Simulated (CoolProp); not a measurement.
Vapour-liquid equilibrium of dimethyl ether (1) + 1-butene (2) at 189.3 K; x and y are mole fractions of (1).

The numbers come from the multi-fluid Helmholtz-energy mixture model, Wu 2011 and Lemmon 2005; pair parameters Bell 2016 in CoolProp.

```tsv
x	bubble pressure (bar)	y at the bubble point	dew pressure at overall composition x (bar)	liquid density (mol/L)
0.05	0.01282	0.181	0.01148	12.83
0.125	0.01521	0.361	0.01221	13.11
0.2	0.01731	0.481	0.01304	(withheld)
0.275	0.01916	0.568	(withheld)	13.72
0.35	0.02077	0.635	0.01505	14.05
0.425	(withheld)	0.688	0.01628	14.39
0.5	0.02347	0.734	0.01769	14.74
0.575	0.02461	0.774	0.01932	15.12
0.65	0.02565	0.812	0.02117	15.51
0.725	(withheld)	0.848	(withheld)	15.92
0.8	0.02750	0.885	0.02532	16.35
0.875	0.02834	0.924	0.02727	16.81
0.95	0.02913	0.968	0.02883	17.29
```

**Question.** Complete the blanks.

**Answer.** 
- 0.2, liquid density (mol/L): 13.41
- 0.275, dew pressure at overall composition x (bar): 0.01397
- 0.425, bubble pressure (bar): 0.02220
- 0.725, bubble pressure (bar): 0.02661
- 0.725, dew pressure at overall composition x (bar): 0.02321

No azeotrope shows between x = 0.05 and 0.95.

The pair parameters rest on a limited set of measurements; away from them the model extrapolates.
